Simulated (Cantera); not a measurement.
An adiabatic, constant-volume homogeneous reactor starts with CH4 : O2 : N2 = 1 : 3.03 : 11.4 (molar parts), equivalence ratio 0.66, at 1400 K and 2.10 bar.

Computed with Cantera and GRI-Mech 3.0 (53 species, 325 reactions).

Task: Predict: time of steepest temperature rise; temperature at 0.400 s; equilibrium temperature; x(O2) at 0.400 s; x(NO) at 0.400 s; x(HCO) at 0.400 s; x(OH) at 0.400 s.

Result: 
```
Quantity                                                            Result
---------------------------------  ---------------------------------------
time of steepest temperature rise                                  1.53 ms
temperature at 0.400 s                                              2736 K
equilibrium temperature                                             2736 K
x(O2) at 0.400 s                     0.0592 (gas-phase equilibrium 0.0592)
x(NO) at 0.400 s                     0.0171 (gas-phase equilibrium 0.0171)
x(HCO) at 0.400 s                  1.04e-8 (gas-phase equilibrium 1.04e-8)
x(OH) at 0.400 s                     0.0155 (gas-phase equilibrium 0.0155)
```
